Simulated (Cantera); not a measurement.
Feed: 1 mol PbCl2, 0.027 mol HCl, 46 mol H2, equilibrated at 100 Torr.

Cantera equilibrium calculation (NASA polynomials, part measured and part estimated; ideal gas, pure solids and liquids). Candidate condensed phases: Pb, PbCl2; 10 gas species. Equilibrium is a limit: real reactors are often held back by kinetics, nucleation or transport.

Task: What share of the Pb ends up in condensed phases as a function of T (K), at 873, 923, 973, 1023, 1073, 1123, 1173, 1223, 1273, 1323, 1373, 1423, 1473?

Result: 
| T (K) | Pb condensed (%) | as |
|---|---|---|
| 873 | 94.7 | Pb(l) |
| 923 | 94.0 | Pb(l) |
| 973 | 92.4 | Pb(l) |
| 1023 | 89.5 | Pb(l) |
| 1073 | 84.4 | Pb(l) |
| 1123 | 75.5 | Pb(l) |
| 1173 | 60.3 | Pb(l) |
| 1223 | 34.4 | Pb(l) |
| 1273 | 0.0 | - |
| 1323 | 0.0 | - |
| 1373 | 0.0 | - |
| 1423 | 0.0 | - |
| 1473 | 0.0 | - |
